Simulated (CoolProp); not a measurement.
Vapour-liquid equilibrium of n-hexane (1) + ethylbenzene (2) at 0.283 MPa; x and y are mole fractions of (1).

The numbers come from the multi-fluid Helmholtz-energy mixture model, Thol 2019 and Zhou 2012; pair parameters Bell 2016 in CoolProp.

| x | bubble temperature, mixture model (K) | bubble temperature, Raoult's law (K) | y, mixture model | y, Raoult's law |
|---|---|---|---|---|
| 0.05 | 443.2 | 444.5 | 0.205 | 0.198 |
| 0.2 | 422.8 | 425.9 | 0.565 | 0.562 |
| 0.35 | 409.3 | 412.2 | 0.737 | 0.748 |
| 0.5 | 399.7 | 401.7 | 0.836 | 0.855 |
| 0.65 | 392.2 | 393.2 | 0.900 | 0.920 |
| 0.8 | 385.9 | 386.3 | 0.949 | 0.963 |
| 0.95 | 380.4 | 380.4 | 0.988 | 0.992 |

The largest gap from Raoult's law is -3.1 K in bubble temperature, at x = 0.2. No azeotrope shows between x = 0.05 and 0.95.

Pair parameters are fitted to limited data, so mixtures are less certain than the pure fluids.
